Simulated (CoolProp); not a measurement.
Saturation properties of hydrogen chloride.

Values from CoolProp's reference Helmholtz-energy equation of state, Thol 2018.

```tsv
T (K)	p (MPa)	vapour density (kg/m³)	enthalpy of vaporisation (kJ/kg)	liquid cp (kJ/(kg K))
235.2	0.8235	17.42	383.7	1.752
241.8	1.031	21.69	373.2	1.780
248.3	1.272	26.68	362.1	1.814
254.9	1.557	32.68	350.1	1.855
261.5	1.886	39.78	337.1	1.907
268.1	2.264	48.21	323.1	1.971
274.7	2.696	58.23	307.8	2.054
281.2	3.177	70.03	291.2	2.160
287.8	3.729	84.53	272.5	2.308
294.4	4.351	102.4	251.3	2.521
301	5.048	124.9	226.8	2.855
```

It boils at 188.2 K under 1 atm.
